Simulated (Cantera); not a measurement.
A freely propagating, adiabatic, planar premixed flame of 12.0 % CH4, 18.5 % O2, 69.5 % N2, unburnt at 325 K and 101000 Pa; mixture-averaged transport, grid criteria slope 0.08 and curve 0.16, no radiation.

Cantera simulation using GRI-Mech 3.0 (53 species, 325 reactions); the numbers are that mechanism's predictions, not measurements. Burning velocities carry a grid error of a few per cent, more on coarse grids.

Predict: laminar burning velocity; thermal thickness; peak x(HCN); peak x(C2H); peak x(C2H6).


```json
{
 "laminar_burning_velocity": "28.1 cm/s",
 "thermal_thickness": "0.583 mm",
 "peak x(HCN)": "3.03e-5",
 "peak x(C2H)": "9.18e-7",
 "peak x(C2H6)": "0.00147"
}
```
